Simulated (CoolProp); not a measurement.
A single-stage vapour-compression cycle with R152A: evaporating at 281.15 K (dew point), condensing at 348.15 K (bubble point), superheat 5 K, subcooling 0 K, compressor efficiency 0.8, no pressure losses. Each further row changes one setting.

Values from CoolProp's reference Helmholtz-energy equation of state, Outcalt 1996. It is a modified Benedict-Webb-Rubin equation, recast in Helmholtz form.

| case | cooling COP | pressure ratio | discharge temperature (K) | refrigerating effect (kJ/kg) | volumetric capacity (kJ/m³) |
|---|---|---|---|---|---|
| as stated | 2.26 | 6.04 | 379.4 | 176 | 1880 |
| evaporating temperature 286.15 K | 2.55 | 5.12 | 376.8 | 180 | 2240 |
| condensing temperature 343.15 K | 2.56 | 5.41 | 373.1 | 187 | 1990 |
| subcooling 5 K | 2.41 | 6.04 | 379.4 | 187 | 1990 |
| superheat 15 K | 2.29 | 6.04 | 389.5 | 188 | 1910 |
| compressor efficiency 0.7 | 1.98 | 6.04 | 386.6 | 176 | 1880 |
